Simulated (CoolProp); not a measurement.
Decamethyltetrasiloxane (MD2M) along the isotherm 600 K: density (kg/m³) from the reference equation and from simpler models built on Tc = 599.4 K, pc = 1144 kPa, ω = 0.635; each cubic takes its own stable root.

Model: reference Helmholtz-energy equation of state, Thol 2017, in CoolProp.

```tsv
p (kPa)	phase	reference	ideal gas	van der Waals	Peng-Robinson
477	gas	34.89	29.71	34.53	35.90
953	gas	95.10	59.35	91.06	100.5
1430	supercritical	429.3	89.06	284.4	373.3
1910	supercritical	465.2	119.0	316.6	426.8
2380	supercritical	484.7	148.2	335.0	457.8
2860	supercritical	499.2	178.1	348.6	481.2
3340	supercritical	510.7	208.0	359.5	499.9
3810	supercritical	520.1	237.3	368.3	515.2
4290	supercritical	528.5	267.2	376.0	528.7
4770	supercritical	535.9	297.1	382.7	540.6
5240	supercritical	542.4	326.3	388.6	551.0
5720	supercritical	548.5	356.2	394.1	560.7
```
